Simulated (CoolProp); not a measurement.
Saturation properties of methanol (Tc = 513.4 K, pc = 82.16 bar, ω = 0.565).

Computed with CoolProp (reference Helmholtz-energy equation of state, de Reuck 1993).

| T (K) | p (bar) | liquid density (kg/m³) | vapour density (kg/m³) | surface tension (mN/m) | vapour viscosity (µPa s) |
|---|---|---|---|---|---|
| 383.7 | 4.881 | 698.8 | 5.532 | 14.6 | 12.1 |
| 393.4 | 6.453 | 687.0 | 7.286 | 13.6 | 12.3 |
| 403.1 | 8.407 | 674.5 | 9.496 | 12.6 | 12.6 |
| 412.8 | 10.81 | 661.3 | 12.27 | 11.6 | 12.8 |
| 422.5 | 13.72 | 647.2 | 15.73 | 10.5 | 13.1 |
| 432.2 | 17.22 | 632.0 | 20.05 | 9.41 | 13.3 |
| 441.9 | 21.39 | 615.5 | 25.42 | 8.28 | 13.6 |
| 451.6 | 26.30 | 597.4 | 32.01 | 7.12 | 13.9 |
| 461.3 | 32.04 | 577.3 | 39.98 | 5.95 | 14.3 |
| 470.9 | 38.60 | 554.9 | 49.55 | 4.76 | 14.8 |

It boils at 337.6 K under 1 atm.

Viscosity comes from a separate model (Xiang 2006). Surface tension comes from a separate correlation (Mulero 2012).
